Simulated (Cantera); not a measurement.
Standard-state values (1 bar) from the NASA 1993 polynomials, evaluated with Cantera. Values are per mole of reaction as written; species without (g) are pure solids or liquids, kept so even where they would boil at 1 bar.

4 OH(g) + Zr = ZrO2(g) + 2 H2O(g)

```tsv
T (K)	ΔH° (kJ)	ΔS° (J/K)	ΔG° (kJ)	log10 K	condensed phases
300	-927.3	-122.6	-890.5	155.05	Zr(α)
1198	-947.9	-154.6	-762.7	33.25	Zr(β)
1298	-949.0	-155.5	-747.2	30.07	Zr(β)
1398	-950.0	-156.2	-731.6	27.34	Zr(β)
1498	(withheld)	(withheld)	(withheld)	(withheld)	Zr(β)
1598	-952.0	-157.5	-700.2	22.89	Zr(β)
1698	(withheld)	(withheld)	(withheld)	(withheld)	Zr(β)
1798	-954.1	-158.8	-668.6	19.42	Zr(β)
```

Q: Fill in the missing entries.

A: 
- 1498, ΔH° (kJ): -951.0
- 1498, ΔS° (J/K): -156.9
- 1498, ΔG° (kJ): -716.0
- 1498, log10 K: 24.96
- 1698, ΔH° (kJ): -953.0
- 1698, ΔS° (J/K): -158.2
- 1698, ΔG° (kJ): -684.4
- 1698, log10 K: 21.05
